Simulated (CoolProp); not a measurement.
Octamethyltrisiloxane (MDM) along the isotherm 575 K: Z from the reference equation and from simpler models built on Tc = 565.4 K, pc = 1.438 MPa, ω = 0.528; each cubic takes its own stable root.

Values from CoolProp's reference Helmholtz-energy equation of state, Thol 2017.

```tsv
p (MPa)	phase	reference
0.216	gas	0.9513
0.431	gas	0.8985
0.647	gas	0.8398
0.863	gas	0.7734
1.08	gas	0.6952
1.29	gas	0.6012
1.51	supercritical	0.4586
1.73	supercritical	0.2597
1.94	supercritical	0.2501
2.16	supercritical	0.2610
```

Q: How far does each simpler model (van der Waals, Redlich-Kwong, Peng-Robinson) lie from the reference over these 10 states: mean and median of the absolute difference, and the worst?

A: 
- van der Waals: mean 11.3 %, median 3.3 %, worst +36.5 % at 575 K and 2.16 MPa
- Redlich-Kwong: mean 4.8 %, median 0.5 %, worst +16.3 % at 575 K and 1.94 MPa
- Peng-Robinson: mean 4.5 %, median 2.0 %, worst +13.3 % at 575 K and 1.73 MPa
